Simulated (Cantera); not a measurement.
An adiabatic, constant-volume homogeneous reactor starts with CO : H₂ : CH₄ : O₂ : N₂ = 1 : 0.56 : 0.1 : 0.941 : 3.54 (molar parts), equivalence ratio 1.0, at 1000 K and 3.10 bar.

Computed with Cantera and GRI-Mech 3.0 (53 species, 325 reactions).

One state of this run: T (K) = 2900; P (bar) = 8.24; x CO = 0.0691; x H₂ = 0.00888; x CH₄ = <1e-12; x O = 0.00405; x OH = 0.0153; x H = 0.00380; x CH₂CO = <1e-12. x: mole fraction; the columns are a selection and need not sum to one.

Q: Which value of t (s) does it belong to?
(A) 3.76e-5
(B) 1.00e-6
(C) 0.000126
(D) 0.597

A: D, 0.597
